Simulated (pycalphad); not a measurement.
CALPHAD calculation (pycalphad, COST 507 light-alloy database (1999)), 1 atm. The data set is of 1999 and partly superseded. Phase fractions are per mole of atoms. Diffusion is slow at the low end, where real alloys seldom reach equilibrium.

### Question
Give the equilibrium state of Ti-18.15Hf-1.748B (wt.%) at 1370 K.

### Answer
```
T = 1370.00 K, P = 101325 Pa, N = 1 mol of atoms
G = -84769 J/mol, H = 21753 J/mol, S = 77.75 J/(mol K)  (SER reference)
chemical potentials (J/mol): Ti -72527, Hf -123084, B -187349
phase             fraction      x(Ti)      x(Hf)       x(B)
BCC_A2              0.8354     0.9367     0.0619     0.0014
BM                  0.1646     0.4952     0.0048     0.5000
```

### Question
Give the equilibrium state of Ti-18.15Hf-1.748B (wt.%) at 570 K.

### Answer
```
T = 570.00 K, P = 101325 Pa, N = 1 mol of atoms
G = -33473 J/mol, H = -6067 J/mol, S = 48.08 J/(mol K)  (SER reference)
chemical potentials (J/mol): Ti -20367, Hf -33841, B -168853
phase             fraction      x(Ti)      x(Hf)       x(B)
HCP_A3              0.8332     0.9371     0.0628   0.000106
BM                  0.1668     0.4989     0.0011     0.5000
```

Database names, with the compositions (at.%) that they take in these runs: BM: Ti 49 B 50 Hf 0. BCC_A2 is bcc; HCP_A3 is hcp.
